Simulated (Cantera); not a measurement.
A perfectly stirred reactor is fed with H2 : O2 : N2 = 1 : 0.667 : 6.27 (molar parts), at 7500 Torr; it is adiabatic with a 475 K inlet, and is followed from long to short residence time, starting on the burning branch (τ in s: 0.031, 0.015, 0.0069, 0.0032, 0.0015, 0.00072, 0.00034, 0.00016, 7.5e-05, 3.5e-05, 1.7e-05).

Cantera simulation using the H2/O2 subset of GRI-Mech 3.0, which has no nitrogen chemistry; the numbers are that mechanism's predictions, not measurements. The hydrogen kinetics of GRI-Mech 3.0 are dated; newer H2 mechanisms differ, most at raised pressure.

Problem. Predict: blow-out, bracketed by the residence times tried; x(H2) at τ = 31.0 ms; x(O2) at τ = 31.0 ms; x(H2O) at τ = 31.0 ms; x(H2O2) at τ = 31.0 ms; x(HO2) at τ = 31.0 ms; x(H2) at τ = 0.720 ms; x(O2) at τ = 0.720 ms; x(H2O) at τ = 0.720 ms; x(H2O2) at τ = 0.720 ms; x(HO2) at τ = 0.720 ms.

Solution. 
```json
{
 "blow_out_bracketed_by_the_residence_times_tried": "burning at 0.720 ms, out at 0.340 ms",
 "x(H2) at τ = 31.0 ms": "0.000285",
 "x(O2) at τ = 31.0 ms": "0.0226",
 "x(H2O) at τ = 31.0 ms": "0.134",
 "x(H2O2) at τ = 31.0 ms": "3.01e-7",
 "x(HO2) at τ = 31.0 ms": "1.08e-5",
 "x(H2) at τ = 0.720 ms": "0.00479",
 "x(O2) at τ = 0.720 ms": "0.0247",
 "x(H2O) at τ = 0.720 ms": "0.129",
 "x(H2O2) at τ = 0.720 ms": "4.28e-6",
 "x(HO2) at τ = 0.720 ms": "8.88e-5"
}
```
